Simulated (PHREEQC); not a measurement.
Consider water at 25 °C with 0.032 mol KH2PO4, 0.00083 mol KOH and 0.17 mol NaCl per kg of water. Closed to the air; pH follows from the charge balance.

Computed with PHREEQC (ion-association model, phreeqc.dat).

No solid was allowed to form.

Q: Predict the pH, activity of water.

A: pH 5.20; activity of water 0.993.

Q: In which forms is P present?

A: H2PO4- 97 %, HPO4-2 2.4 % of the P.
